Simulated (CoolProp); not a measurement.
Vapour-liquid equilibrium of carbon dioxide (1) + R134a (2) at 3.45 °C; x and y are mole fractions of (1).

The numbers come from the multi-fluid Helmholtz-energy mixture model, Span 1996 and Tillner-Roth 1994; pair parameters Bell 2016 in CoolProp.

```tsv
x	bubble pressure, mixture model (MPa)	bubble pressure, Raoult's law (MPa)	y, mixture model	y, Raoult's law
0.05	0.4536	0.5054	0.283	0.377
0.15	0.7314	0.8537	0.579	0.670
0.25	1.041	1.202	0.723	0.793
0.35	1.368	1.550	0.805	0.861
0.45	1.706	1.899	0.857	0.904
0.55	2.048	2.247	0.894	0.934
0.65	2.397	2.595	0.922	0.955
0.75	2.759	2.944	0.945	0.972
0.85	3.147	3.292	0.967	0.985
0.95	3.577	3.640	0.989	0.995
```

The largest gap from Raoult's law is -14.3 % in bubble pressure, at x = 0.15. No azeotrope shows between x = 0.05 and 0.95.

Pair parameters are fitted to limited data, so mixtures are less certain than the pure fluids.
